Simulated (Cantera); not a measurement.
A Cantera script and its output.

```python
import numpy as np
import cantera as ct

gas = ct.Solution("gri30.yaml")
gas.TPX = 1223, 21000, {'N2O': 6.6}
reactor = ct.IdealGasConstPressureReactor(gas, energy="off", clone=False)
net = ct.ReactorNet([reactor])
net.rtol, net.atol = 1e-08, 1e-18
show = ['N2O', 'NO', 'N2', 'NO2', 'O2']
times = np.geomspace(5e-05, 6, 13)

steps = ct.SolutionArray(gas, extra=["t"])
rows = []
print(f"{'t/s':>10s}{'T/K':>9s}{'P/Pa':>11s}" + "".join(f"{s:>11s}" for s in show))
for t in times:
    while net.time < t:
        t_next = net.step()
        steps.append(gas.state, t=t_next)
    rows.append([np.interp(t, steps.t, y) for y in (steps.T, steps.P, *steps(*show).X.T)])
    print(f"{t:10.3e}{rows[-1][0]:9.1f}{rows[-1][1]:11.4g}" + "".join(f"{x:11.3e}" for x in rows[-1][2:]))
rate = np.gradient(steps.T, steps.t)
print("integrator steps:", len(steps.t))
if steps.T.max() > steps.T[0] + 200:
    print(f"time of steepest temperature rise: {steps.t[rate.argmax()]:.4e} s")
gas.TPX = 1223, 21000, {'N2O': 6.6}
gas.equilibrate("TP")
print(f"equilibrium (TP): T = {gas.T:.1f} K  " + "  ".join(f"{s} {gas[s].X[0]:.3e}" for s in show))
```

Result:

```
       t/s      T/K       P/Pa        N2O         NO         N2        NO2         O2
 5.000e-05   1223.0    2.1e+04  1.000e+00  6.225e-07  7.320e-06  4.444e-13  2.410e-06
 1.325e-04   1223.0    2.1e+04  1.000e+00  2.393e-06  2.228e-05  6.560e-12  9.263e-06
 3.512e-04   1223.0    2.1e+04  9.999e-01  7.302e-06  6.275e-05  6.098e-11  2.827e-05
 9.306e-04   1223.0    2.1e+04  9.997e-01  2.032e-05  1.700e-04  4.704e-10  7.865e-05
 2.466e-03   1223.0    2.1e+04  9.993e-01  5.480e-05  4.542e-04  3.385e-09  2.121e-04
 6.536e-03   1223.0    2.1e+04  9.981e-01  1.461e-04  1.207e-03  2.333e-08  5.655e-04
 1.732e-02   1223.0    2.1e+04  9.949e-01  3.871e-04  3.194e-03  1.518e-07  1.499e-03
 4.590e-02   1223.0    2.1e+04  9.866e-01  1.020e-03  8.421e-03  8.757e-07  3.954e-03
 1.216e-01   1223.0    2.1e+04  9.650e-01  2.662e-03  2.199e-02  3.981e-06  1.032e-02
 3.224e-01   1223.0    2.1e+04  9.108e-01  6.774e-03  5.604e-02  1.326e-05  2.632e-02
 8.543e-01   1223.0    2.1e+04  7.858e-01  1.622e-02  1.347e-01  3.514e-05  6.326e-02
 2.264e+00   1223.0    2.1e+04  5.479e-01  3.394e-02  2.844e-01  7.733e-05  1.337e-01
 6.000e+00   1223.0    2.1e+04  2.422e-01  5.557e-02  4.774e-01  1.319e-04  2.247e-01
integrator steps: 735
equilibrium (TP): T = 1223.0 K  N2O 7.881e-09  NO 2.706e-04  N2 6.665e-01  NO2 2.361e-06  O2 3.332e-01
```

Computed with Cantera and GRI-Mech 3.0 (53 species, 325 reactions). GRI-Mech 3.0 was tuned for natural gas; its chemistry of N2O as a main component is partial and can be far from experiment. The mechanism lacks the step 2 NO + O2 → 2 NO2, which can matter for NO2 below about 1400 K. The temperature is held fixed by assumption; the heat of reaction is taken as removed at once.
